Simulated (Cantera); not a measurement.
Input: 1 mol Si₃H₈, 4.3 mol HCl, 74 mol H₂, equilibrated at 1223 K and 1.80 mbar.

Cantera equilibrium calculation (NASA polynomials, part measured and part estimated; ideal gas, pure solids and liquids). Candidate condensed phases: Si; 19 gas species. The feed counts by its element totals alone. The tables' values for SiCl₃ are old estimates; treat these amounts as uncertain. Kinetics and transport are ignored.

Base state: H₂ 0.953, HCl 0.0422, SiCl₂ 0.00455, SiCl₃ 0.000188, SiCl₄ 6.23e-5, SiHCl₃ 4.34e-5 (mole fractions); condensed: Si(s).

What changes in the equilibrium state with this change: HCl from 4.3 to 0.052 mol?


```
species       before     after
----------  --------  --------
H₂             0.953     0.999
HCl           0.0422  0.000664
SiCl₂        0.00455   1.07e-6
SiCl₃       0.000188     <1e-9
SiCl₄        6.23e-5     <1e-9
SiHCl₃       4.34e-5     <1e-9
Si(s), mol      2.60      3.00
```
